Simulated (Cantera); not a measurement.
# Ignition delay

Mixture: CO : H2 : CH4 : O2 : N2 = 1 : 0.59 : 0.046 : 0.806 : 3.03 (molar parts), equivalence ratio 1.1, at 28.6 atm, adiabatic and at constant pressure. Ignition delay is the time to a rise of 400 K.

Model: GRI-Mech 3.0 (53 species, 325 reactions), integrated in Cantera. The pressure lies above the range GRI-Mech 3.0 was tuned for (to about 10 atm). Below about 1000 K GRI-Mech 3.0 lacks low-temperature oxidation paths.

```tsv
T0 (K)	delay (ms)
950	9.07
1000	2.86
1050	0.992
1100	0.373
1150	0.149
1200	0.0627
1250	0.0275
1300	0.0126
```

```
Item                                                    Result
--------------------------------------------------  ----------
apparent activation energy between 1200 and 1300 K  210 kJ/mol
```
